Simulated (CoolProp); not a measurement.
The numbers come from the reference Helmholtz-energy equation of state, Lemmon 2006 in CoolProp. It is a short technical equation, of lower accuracy than the large ones.

### Question
Give the vapour pressure (bar), enthalpy of vaporisation (kJ/kg), liquid cp (kJ/(kg K)) of saturated acetone at 106.25, 148.95 °C.

### Answer
| T (°C) | p (bar) | enthalpy of vaporisation (kJ/kg) | liquid cp (kJ/(kg K)) |
|---|---|---|---|
| 106.25 | 4.36 | 440 | 2.42 |
| 148.95 | 11.2 | 374 | 2.66 |
